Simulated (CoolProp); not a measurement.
Saturation properties of R142b.

Model: reference Helmholtz-energy equation of state, Lemmon 2006, in CoolProp. It is a short technical equation, of lower accuracy than the large ones.

```tsv
T (K)	p (bar)	liquid cp (kJ/(kg K))	vapour viscosity (µPa s)
322.4	6.694	1.390	11.1
329.4	7.992	1.418	11.5
336.5	9.490	1.448	11.9
343.5	11.16	1.483	12.3
350.6	13.07	1.524	12.7
357.6	15.17	1.572	13.2
364.7	17.56	1.632	13.7
371.7	20.17	1.708	14.3
378.8	23.11	1.814	15.1
385.8	26.31	1.970	16.0
392.8	29.86	2.241	17.3
399.9	33.85	2.870	19.2
```

It boils at 264.0 K under 1 atm.

Viscosity comes from a separate model (Huber 2003), an estimate that may be off by 10 % or more.
